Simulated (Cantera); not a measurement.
Input (Python, Cantera) and output of one run.

```python
import numpy as np
import cantera as ct

gas_names = """
    CL CL2 H HCL H2 N NH NH2 NH3 N2 N2H2 N2H4 Si SiCL SiCL2 SiCL3 SiCL4 SiH SiHCL3 SiH2 SiH2CL2 SiH3
    SiH3CL SiH4 SiN Si2 Si2N Si3
""".split()
cond_names = """
    NH4CL(a) NH4CL(b) Si(cr) Si(L) Si3N4(a)
""".split()


# ... load() reads the species with a 1 bar reference pressure and builds the phases ...
atoms = {
    'Si2Cl6': {'Si': 2, 'CL': 6},
    'NH3': {'N': 1, 'H': 3},
    'N2': {'N': 2},
}
top_T = {'Si3N4(a)': 2400}  # K; cautious upper limits of use, not melting points


# ... equilibrate(T, P, feed) seeds the gas with the atoms and calls Mixture.equilibrate('TP', solver="vcs", rtol=1e-11, max_steps=5000) ...
results = []
feed = {'Si2Cl6': 1, 'NH3': 2.8, 'N2': 17}  # mol
P = 1000  # Pa
for T in [1300, 1350, 1400, 1450, 1500, 1550, 1600, 1650]:
    mix = equilibrate(T, P, feed)
    results.append((T, P, feed, dict(zip(mix.species_names, mix.species_moles))))

top = {s: max(r[3][s] / sum(r[3][g] for g in gas_names) for r in results) for s in gas_names}
cols = sorted((s for s in top if top[s] > 0.001), key=lambda s: -top[s])[:7]
seen = [c for c in cond_names if any(r[3].get(c, 0) > 1e-12 for r in results)]
print("log10 of partial pressures in bar; condensed amounts in mol")
print(f"{'T/K':>10s}" + "".join(f"{s[:9]:>10s}" for s in cols + seen))
for T, P, feed, n in results:
    ng = sum(n[g] for g in gas_names)
    print(f"{T:10.4g}" + "".join(f"{np.log10(max(n[s] / ng * P / 1e5, 1e-99)):10.3f}" for s in cols)
          + "".join(f"{n.get(c, 0):10.4g}" for c in seen))
```

Output:

```
log10 of partial pressures in bar; condensed amounts in mol
       T/K        N2       HCL        H2     SiCL2     SiCL4     SiCL3  Si3N4(a)
      1300    -2.147    -2.702    -3.132    -4.617    -4.026    -4.708    0.5539
      1350    -2.147    -2.709    -3.125    -4.248    -4.114    -4.530    0.5333
      1400    -2.147    -2.726    -3.109    -3.935    -4.257    -4.410    0.4941
      1450    -2.147    -2.755    -3.082    -3.686    -4.470    -4.360    0.4331
      1500    -2.147    -2.800    -3.046    -3.499    -4.758    -4.379    0.3546
      1550    -2.146    -2.857    -3.007    -3.361    -5.102    -4.454    0.2676
      1600    -2.145    -2.925    -2.970    -3.262    -5.480    -4.567    0.1808
      1650    -2.144    -3.000    -2.938    -3.189    -5.875    -4.702    0.1001
```

Equilibrium computed with Cantera from the NASA thermochemical tables; the gas is ideal and each condensed phase is pure. The feed counts by its element totals alone. The tables' values for SiCl3, SiCl are old estimates; treat these amounts as uncertain.
